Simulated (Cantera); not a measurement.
An adiabatic, constant-volume homogeneous reactor starts with CH4 : CO : O2 : N2 : H2O = 1 : 0.2 : 2.41 : 8.21 : 0.26 (molar parts), at 1150 K and 1.00 bar. Integrator tolerance rtol = 1e-08.

Detailed kinetics in Cantera: GRI-Mech 3.0 (53 species, 325 reactions).

Problem. What does this change do: 0.12 parts H2 added?

Solution. 
```
quantity                                                            before                                    after
---------------------------------  ---------------------------------------  ---------------------------------------
time of steepest temperature rise                                  93.5 ms                                  21.5 ms
temperature at 0.300 s                                              2770 K                                   2786 K
equilibrium temperature                                             2770 K                                   2786 K
x(CH4) at 0.300 s                    <1e-12 (gas-phase equilibrium <1e-12)    <1e-12 (gas-phase equilibrium <1e-12)
x(CO) at 0.300 s                     0.0310 (gas-phase equilibrium 0.0310)    0.0331 (gas-phase equilibrium 0.0331)
x(O2) at 0.300 s                     0.0331 (gas-phase equilibrium 0.0331)    0.0301 (gas-phase equilibrium 0.0301)
x(NO2) at 0.300 s                  5.51e-6 (gas-phase equilibrium 5.51e-6)  5.05e-6 (gas-phase equilibrium 5.05e-6)
x(H2) at 0.300 s                     0.0109 (gas-phase equilibrium 0.0109)    0.0125 (gas-phase equilibrium 0.0125)
x(CH3) at 0.300 s                    <1e-12 (gas-phase equilibrium <1e-12)    <1e-12 (gas-phase equilibrium <1e-12)
x(NO) at 0.300 s                     0.0128 (gas-phase equilibrium 0.0128)    0.0125 (gas-phase equilibrium 0.0125)
```

Problem. What does this change do: initial temperature 1150 to 1023 K?

Solution. 
```tsv
quantity	before	after
time of steepest temperature rise	93.5 ms	not reached
temperature at 0.300 s	2770 K	1025 K
equilibrium temperature	2770 K	2735 K
x(CH4) at 0.300 s	<1e-12 (gas-phase equilibrium <1e-12)	0.0826 (gas-phase equilibrium <1e-12)
x(CO) at 0.300 s	0.0310 (gas-phase equilibrium 0.0310)	0.0166 (gas-phase equilibrium 0.0274)
x(O2) at 0.300 s	0.0331 (gas-phase equilibrium 0.0331)	0.199 (gas-phase equilibrium 0.0318)
x(NO2) at 0.300 s	5.51e-6 (gas-phase equilibrium 5.51e-6)	<1e-12 (gas-phase equilibrium 5.47e-6)
x(H2) at 0.300 s	0.0109 (gas-phase equilibrium 0.0109)	1.39e-5 (gas-phase equilibrium 0.00938)
x(CH3) at 0.300 s	<1e-12 (gas-phase equilibrium <1e-12)	1.45e-6 (gas-phase equilibrium <1e-12)
x(NO) at 0.300 s	0.0128 (gas-phase equilibrium 0.0128)	<1e-12 (gas-phase equilibrium 0.0120)
```

Problem. What does this change do: initial temperature 1150 to 1125 K?

Solution. 
| quantity | before | after |
|---|---|---|
| time of steepest temperature rise | 93.5 ms | 0.139 s |
| temperature at 0.300 s | 2770 K | 2763 K |
| equilibrium temperature | 2770 K | 2763 K |
| x(CH4) at 0.300 s | <1e-12 (gas-phase equilibrium <1e-12) | <1e-12 (gas-phase equilibrium <1e-12) |
| x(CO) at 0.300 s | 0.0310 (gas-phase equilibrium 0.0310) | 0.0303 (gas-phase equilibrium 0.0303) |
| x(O2) at 0.300 s | 0.0331 (gas-phase equilibrium 0.0331) | 0.0328 (gas-phase equilibrium 0.0328) |
| x(NO2) at 0.300 s | 5.51e-6 (gas-phase equilibrium 5.51e-6) | 5.50e-6 (gas-phase equilibrium 5.50e-6) |
| x(H2) at 0.300 s | 0.0109 (gas-phase equilibrium 0.0109) | 0.0106 (gas-phase equilibrium 0.0106) |
| x(CH3) at 0.300 s | <1e-12 (gas-phase equilibrium <1e-12) | <1e-12 (gas-phase equilibrium <1e-12) |
| x(NO) at 0.300 s | 0.0128 (gas-phase equilibrium 0.0128) | 0.0127 (gas-phase equilibrium 0.0127) |
